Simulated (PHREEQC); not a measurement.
Dissolve 0.064 mol NaHSO4 and 0.011 mol Na2SO4 per kg of water at 72 °C. Closed to the air; pH follows from the charge balance.

Model: ion-association model, wateq4f.dat, run in PHREEQC.

The pH comes out as 1.85 and the ionic strength is 0.124 mol/kgw. The total alkalinity is -64.0 meq/kg.

```tsv
species	molality	activity	log γ
Na+	0.0819	0.0615	-0.125
HSO4-	0.0465	0.0345	-0.129
SO4-2	0.0245	0.00773	-0.501
H+	0.0175	0.0141	-0.095
NaSO4-	0.00406	0.00308	-0.120
```

Precipitation was switched off in this run. At this temperature some constants are extrapolated from 25 °C, and those without enthalpy data are left unchanged.
